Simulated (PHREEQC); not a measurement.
Nickel, zinc or cadmium bath: speciation

Solution (5 °C): 0.16 mol CdCl2 and 0.22 mol KCl per kg of water. Closed to the air; pH follows from the charge balance.

Equilibrium calculation in PHREEQC: ion-association model, phreeqc.dat.

```
Quantity                  Result
-----------------  -------------
pH                          5.45
ionic strength     0.343 mol/kgw
activity of water          0.988
density              1.036 g/cm³
```

| species | molality | activity | log γ |
|---|---|---|---|
| Cl- | 0.324 | 0.221 | -0.165 |
| K+ | 0.220 | 0.149 | -0.168 |
| CdCl+ | 0.0892 | 0.0658 | -0.132 |
| CdCl2 | 0.0519 | 0.0562 | 0.034 |
| Cd+2 | 0.0112 | 0.00334 | -0.527 |
| CdCl3- | 0.00769 | 0.00568 | -0.132 |

This is a speciation only: nothing precipitates in the calculation. At this temperature some constants are extrapolated from 25 °C, and those without enthalpy data are left unchanged.
